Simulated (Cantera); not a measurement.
Pyrogenic steam for wet oxidation

An isothermal, constant-pressure homogeneous reactor starts with 41.3 % H2, 27.5 % O2, 22.6 % N2, 8.54 % H2O, equivalence ratio 0.75, at 825 K and 0.987 atm.

Model: the H2/O2 subset of GRI-Mech 3.0, which has no nitrogen chemistry, integrated in Cantera. Below about 950 K walls govern HO2 and H2O2 in real vessels. The temperature is held fixed by assumption; the heat of reaction is taken as removed at once.

```tsv
t (s)	x H2	x O2	x H2O2	x HO2	x H	x OH
0.000200	0.413	0.275	<1e-12	1.04e-10	<1e-12	<1e-12
0.000498	0.413	0.275	1.57e-12	2.59e-10	<1e-12	<1e-12
0.00124	0.413	0.275	9.93e-12	6.47e-10	<1e-12	<1e-12
0.00308	0.413	0.275	6.07e-11	1.61e-9	<1e-12	<1e-12
0.00767	0.413	0.275	3.81e-10	4.05e-9	<1e-12	<1e-12
0.0191	0.413	0.275	2.35e-9	1.03e-8	<1e-12	<1e-12
0.0475	0.413	0.275	1.50e-8	2.71e-8	1.48e-12	<1e-12
0.118	0.413	0.275	1.03e-7	8.23e-8	3.97e-12	<1e-12
0.294	0.413	0.275	9.45e-7	3.64e-7	1.85e-11	1.02e-12
0.733	0.413	0.275	1.10e-5	1.45e-6	1.06e-10	1.00e-11
1.82	0.413	0.275	9.68e-5	4.23e-6	6.08e-10	8.29e-11
4.54	0.410	0.274	0.000723	1.14e-5	3.73e-9	6.29e-10
11.3	0.373	0.256	0.00233	2.10e-5	1.02e-8	2.42e-9
28.1	0.234	0.193	0.00183	2.08e-5	7.57e-9	3.65e-9
70.0	0.0439	0.107	0.000338	9.98e-6	1.96e-9	4.33e-9
```
x: mole fraction; the columns are a selection and need not sum to one.

Equilibrium at this temperature and pressure: H2 <1e-12, O2 0.0868, H2O2 3.48e-11, HO2 4.05e-11, H <1e-12, OH 3.68e-9 (gas phase only).
